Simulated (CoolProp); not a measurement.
A simple Rankine cycle with R1336mzz(E): condensing at 332.15 K, boiler at 1.48 MPa, turbine inlet 377.7 K, turbine efficiency 0.8, pump efficiency 0.7, no recuperator. Each further row changes one setting.

Computed with CoolProp (reference Helmholtz-energy equation of state, Akasaka 2023).

| case | thermal efficiency (%) | net work (kJ/kg) | heat in (kJ/kg) | turbine exit temperature (K) | volume ratio over the turbine |
|---|---|---|---|---|---|
| as stated | 6.8 | 10.2 | 149 | 348.7 | 3.10 |
| turbine inlet 397.7 K | 6.7 | ___ | 172 | 371.0 | ___ |
| condensing temperature 324.15 K | 8.0 | 12.8 | ___ | 343.6 | 3.93 |
| boiler pressure 1.04 MPa | 4.6 | 7.35 | 159 | 361.5 | 1.98 |
| turbine efficiency 0.7 | 5.9 | 8.75 | 149 | 350.2 | 3.12 |

**Question.** Some entries are withheld; supply them.

**Answer.** 
- turbine inlet 397.7 K, net work (kJ/kg): 11.6
- turbine inlet 397.7 K, volume ratio over the turbine: 2.92
- condensing temperature 324.15 K, heat in (kJ/kg): 160
